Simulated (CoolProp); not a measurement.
A closed Brayton cycle with carbon dioxide: compressor inlet 326.15 K and 8.7 MPa, high pressure 17.1 MPa, turbine inlet 955 K, compressor efficiency 0.89, turbine efficiency 0.9, recuperator effectiveness 0.9 (on enthalpy, no pinch check). Each further row changes one setting.

The numbers come from the reference Helmholtz-energy equation of state, Span 1996 in CoolProp.

```tsv
case	thermal efficiency (%)	net work (kJ/kg)	compressor to turbine work	compressor exit (K)	turbine exit (K)
as stated	33.6	76.2	0.28	380.1	865.2
turbine inlet 905 K	32.6	?	0.30	380.1	?
compressor inlet 336.15 K	33.3	71.8	?	394.4	865.2
high pressure 14.5 MPa	30.3	?	?	?	886.7
recuperator effectiveness 0.5	16.7	76.2	0.28	380.1	865.2
```

**Question.** Fill in the missing entries.

**Answer.** 
- turbine inlet 905 K, net work (kJ/kg): 70.3
- turbine inlet 905 K, turbine exit (K): 818.4
- compressor inlet 336.15 K, compressor to turbine work: 0.32
- high pressure 14.5 MPa, net work (kJ/kg): 59.3
- high pressure 14.5 MPa, compressor to turbine work: 0.27
- high pressure 14.5 MPa, compressor exit (K): 366.7
